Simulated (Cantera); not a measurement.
What does this Cantera script print?

```python
import numpy as np
import cantera as ct

gas_names = """
    H H2 Si SiH SiH2 SiH3 SiH4 Si2 Si3
""".split()
cond_names = """
    Si(cr) Si(L)
""".split()


# ... load() reads the species with a 1 bar reference pressure and builds the phases ...
atoms = {
    'SiH4': {'Si': 1, 'H': 4},
    'H2': {'H': 2},
}
top_T = {}  # K; cautious upper limits of use, not melting points


# ... equilibrate(T, P, feed) seeds the gas with the atoms and calls Mixture.equilibrate('TP', solver="vcs", rtol=1e-11, max_steps=5000) ...
results = []
P = 2600  # Pa
for T in [1225, 1300, 1375, 1450, 1525, 1600, 1675, 1750, 1825, 1900, 1975, 2050, 2125]:
    for m in [180, 270, 370, 460, 550, 650, 740, 840, 930, 1000]:
        feed = {'SiH4': 1, 'H2': m}  # mol
        mix = equilibrate(T, P, feed)
        results.append((T, P, feed, dict(zip(mix.species_names, mix.species_moles))))

for T, P, feed, n in results:
    print(f"{T:7g} {feed['H2']:10.4g}  " + (" + ".join(c for c in cond_names if n.get(c, 0) > 1e-12) or "gas only"))
```

Output:

```
   1225        180  Si(cr)
   1225        270  Si(cr)
   1225        370  Si(cr)
   1225        460  Si(cr)
   1225        550  Si(cr)
   1225        650  Si(cr)
   1225        740  Si(cr)
   1225        840  Si(cr)
   1225        930  Si(cr)
   1225       1000  Si(cr)
   1300        180  Si(cr)
   1300        270  Si(cr)
   1300        370  Si(cr)
   1300        460  Si(cr)
   1300        550  Si(cr)
   1300        650  Si(cr)
   1300        740  Si(cr)
   1300        840  Si(cr)
   1300        930  Si(cr)
   1300       1000  Si(cr)
   1375        180  Si(cr)
   1375        270  Si(cr)
   1375        370  Si(cr)
   1375        460  Si(cr)
   1375        550  Si(cr)
   1375        650  Si(cr)
   1375        740  Si(cr)
   1375        840  Si(cr)
   1375        930  Si(cr)
   1375       1000  Si(cr)
   1450        180  Si(cr)
   1450        270  Si(cr)
   1450        370  Si(cr)
   1450        460  Si(cr)
   1450        550  Si(cr)
   1450        650  Si(cr)
   1450        740  Si(cr)
   1450        840  Si(cr)
   1450        930  Si(cr)
   1450       1000  Si(cr)
   1525        180  Si(cr)
   1525        270  Si(cr)
   1525        370  Si(cr)
   1525        460  Si(cr)
   1525        550  Si(cr)
   1525        650  Si(cr)
   1525        740  Si(cr)
   1525        840  Si(cr)
   1525        930  Si(cr)
   1525       1000  Si(cr)
   1600        180  Si(cr)
   1600        270  Si(cr)
   1600        370  Si(cr)
   1600        460  Si(cr)
   1600        550  Si(cr)
   1600        650  Si(cr)
   1600        740  Si(cr)
   1600        840  Si(cr)
   1600        930  Si(cr)
   1600       1000  Si(cr)
   1675        180  Si(cr)
   1675        270  Si(cr)
   1675        370  Si(cr)
   1675        460  Si(cr)
   1675        550  Si(cr)
   1675        650  Si(cr)
   1675        740  Si(cr)
   1675        840  Si(cr)
   1675        930  Si(cr)
   1675       1000  Si(cr)
   1750        180  Si(L)
   1750        270  Si(L)
   1750        370  Si(L)
   1750        460  Si(L)
   1750        550  Si(L)
   1750        650  Si(L)
   1750        740  Si(L)
   1750        840  Si(L)
   1750        930  Si(L)
   1750       1000  Si(L)
   1825        180  Si(L)
   1825        270  Si(L)
   1825        370  Si(L)
   1825        460  Si(L)
   1825        550  Si(L)
   1825        650  Si(L)
   1825        740  Si(L)
   1825        840  Si(L)
   1825        930  Si(L)
   1825       1000  Si(L)
   1900        180  Si(L)
   1900        270  Si(L)
   1900        370  Si(L)
   1900        460  Si(L)
   1900        550  Si(L)
   1900        650  Si(L)
   1900        740  Si(L)
   1900        840  Si(L)
   1900        930  Si(L)
   1900       1000  Si(L)
   1975        180  Si(L)
   1975        270  Si(L)
   1975        370  Si(L)
   1975        460  Si(L)
   1975        550  Si(L)
   1975        650  Si(L)
   1975        740  gas only
   1975        840  gas only
   1975        930  gas only
   1975       1000  gas only
   2050        180  Si(L)
   2050        270  Si(L)
   2050        370  gas only
   2050        460  gas only
   2050        550  gas only
   2050        650  gas only
   2050        740  gas only
   2050        840  gas only
   2050        930  gas only
   2050       1000  gas only
   2125        180  gas only
   2125        270  gas only
   2125        370  gas only
   2125        460  gas only
   2125        550  gas only
   2125        650  gas only
   2125        740  gas only
   2125        840  gas only
   2125        930  gas only
   2125       1000  gas only
```

These are equilibrium values from Cantera (NASA tables, ideal gas, pure condensed phases), not measurements of a reactor.
